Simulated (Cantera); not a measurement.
Feed: 1 mol Si, a varied amount of HCl, 1.4 mol H₂, 1.1 mol Cl₂, equilibrated at 777 °C and 10000 Pa.

Equilibrium computed with Cantera from the NASA thermochemical tables; the gas is ideal and each condensed phase is pure. Candidate condensed phases: Si; 19 gas species. The tables' values for SiCl₃ are old estimates; treat these amounts as uncertain. Rates play no part.

log p: log10 of the partial pressure in bar; n: condensed amount in mol.

```tsv
n(HCl) (mol)	log p H₂	log p HCl	log p SiCl₄	log p SiHCl₃	log p SiCl₃	log p SiCl₂	n Si(s)
0.59	-1.18	-2.49	-1.62	-2.30	-3.20	-3.52	0.283
0.81	-1.18	-2.49	-1.62	-2.29	-3.20	-3.52	0.226
1	-1.18	-2.49	-1.61	-2.29	-3.20	-3.52	0.178
1.2	-1.18	-2.48	-1.61	-2.29	-3.19	-3.52	0.126
1.5	-1.18	-2.48	-1.61	-2.29	-3.19	-3.52	0.0490
1.7	-1.18	-2.47	-1.60	-2.30	-3.20	-3.54	0
1.9	-1.19	-2.20	-1.58	-2.56	-3.46	[?]	0
2.1	-1.21	-1.99	-1.59	-2.79	-3.68	[?]	0
2.3	-1.23	-1.84	-1.60	-2.97	-3.85	[?]	0
2.6	-1.26	-1.69	-1.63	-3.17	-4.04	[?]	0
2.8	-1.28	-1.62	-1.64	-3.28	-4.14	[?]	0
3	-1.30	-1.57	-1.66	-3.38	-4.22	[?]	0
3.2	-1.31	-1.52	-1.68	-3.46	-4.29	[?]	0
```

Problem. Some entries are withheld; supply them.

Solution. 
- 1.9, log p SiCl₂: -4.07
- 2.1, log p SiCl₂: -4.51
- 2.3, log p SiCl₂: -4.84
- 2.6, log p SiCl₂: -5.19
- 2.8, log p SiCl₂: -5.37
- 3, log p SiCl₂: -5.52
- 3.2, log p SiCl₂: -5.65
